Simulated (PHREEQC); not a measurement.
A solution holds 3.1 mol/kgw MgCl2 and 0.27 mol/kgw K2SO4, at 25 °C. Closed to the air; pH follows from the charge balance.

Model: Pitzer model, pitzer.dat, run in PHREEQC.

| quantity | before | after |
|---|---|---|
| MgOH+ (mol/kgw) | 2.70e-6 | 1.33e-7 |
| HSO4- (mol/kgw) | 1.22e-6 | 1.31e-8 |
| SI of Sylvite (KCl) | -0.39 | -4.60 |
| SI of Epsomite (MgSO4:7H2O) | -0.50 | -3.26 |

Question: Name the change that produced these shifts.
(A) diluted 100-fold with water
(B) temperature from 25 to 35 °C
(C) K2SO4 from 0.27 to 0.054 mol/kgw

Answer: A, diluted 100-fold with water

Precipitation was switched off in this run.
